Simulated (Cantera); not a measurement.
Charge: 1 mol HMDSO, 21 mol N2O, 1.5 mol H2, held at 1300 K and 9.40 mbar.

These are equilibrium values from Cantera (NASA tables, ideal gas, pure condensed phases), not measurements of a reactor. Candidate condensed phases: C, C6H6, C7H8, C8H18, H2O, Si, SiC, SiO2, Si2N2O, Si3N4; 151 gas species. The feed counts by its element totals alone. The tables hold silica as quartz up to 1696 K and as liquid above; real silica turns to tridymite and cristobalite and melts near 1996 K. Rates play no part.

Base state: N2 0.560, H2O 0.215, CO2 0.105, H2 0.0646, CO 0.0554 (mole fractions); condensed: SiO2(β-quartz).

Task: What changes in the equilibrium state with this change: temperature from 1300 K to 573 K?

Result: 
```tsv
species	before	after
N2	0.560	0.569
H2O	0.215	0.181
CO2	0.105	0.152
CO	0.0554	0.00178
H2	0.0646	0.0865
CH4	<1e-9	0.00842
NH3	1.43e-8	1.22e-5
SiO2(β-quartz), mol	2.00	0
SiO2(α-quartz), mol	0	2.00
```

Task: What changes in the equilibrium state with this change: N2O from 21 to 2.6 mol?

Result: 
| species | before | after |
|---|---|---|
| H2 | 0.0646 | 0.714 |
| CO | 0.0554 | 0.177 |
| N2 | 0.560 | 0.109 |
| H2O | 0.215 | 1.08e-5 |
| CO2 | 0.105 | 1.52e-6 |
| HCN | <1e-9 | 5.77e-5 |
| CH4 | <1e-9 | 3.77e-5 |
| SiO2(β-quartz), mol | 2.00 | 0 |
| C(graphite), mol | 0 | 3.40 |
| Si2N2O(s), mol | 0 | 1.000 |
